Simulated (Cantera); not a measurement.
An isothermal, constant-pressure homogeneous reactor starts with CH4 : H2O = 1 : 0.38 (molar parts), at 1525 K and 11.0 bar. Integrator tolerance rtol = 1e-08.

Computed with Cantera and GRI-Mech 3.0 (53 species, 325 reactions). GRI-Mech 3.0 stops at C3 and has no aromatics, soot or wall deposition, so with more carbon than oxygen in the feed, carbon stays in small species such as C2H2 where larger ones or solid carbon would form.

Q: What does this change do: temperature 1525 to 1450 K?

A: 
| quantity | before | after |
|---|---|---|
| x(CH4) at 200 s | 0.250 (gas-phase equilibrium 0.249) | 0.305 (gas-phase equilibrium 0.273) |
| x(H2O) at 200 s | 8.74e-5 (gas-phase equilibrium 4.74e-5) | 0.0227 (gas-phase equilibrium 0.000101) |
| x(C2H4) at 200 s | 0.00942 (gas-phase equilibrium 0.00942) | 0.00725 (gas-phase equilibrium 0.00496) |
| x(CO) at 200 s | 0.173 (gas-phase equilibrium 0.173) | 0.156 (gas-phase equilibrium 0.176) |
| x(HCO) at 200 s | 1.50e-8 (gas-phase equilibrium 1.50e-8) | 6.91e-9 (gas-phase equilibrium 8.12e-9) |
| x(C2H) at 200 s | 1.46e-10 (gas-phase equilibrium 1.46e-10) | 1.53e-11 (gas-phase equilibrium 9.34e-12) |

Q: What does this change do: H2O 0.38 to 0.81 parts?

A: 
```tsv
quantity	before	after
x(CH4) at 200 s	0.250 (gas-phase equilibrium 0.249)	0.0763 (gas-phase equilibrium 0.0551)
x(H2O) at 200 s	8.74e-5 (gas-phase equilibrium 4.74e-5)	0.0184 (gas-phase equilibrium 0.000589)
x(C2H4) at 200 s	0.00942 (gas-phase equilibrium 0.00942)	0.000599 (gas-phase equilibrium 0.000288)
x(CO) at 200 s	0.173 (gas-phase equilibrium 0.173)	0.223 (gas-phase equilibrium 0.236)
x(HCO) at 200 s	1.50e-8 (gas-phase equilibrium 1.50e-8)	2.12e-8 (gas-phase equilibrium 2.29e-8)
x(C2H) at 200 s	1.46e-10 (gas-phase equilibrium 1.46e-10)	6.94e-12 (gas-phase equilibrium 3.14e-12)
```
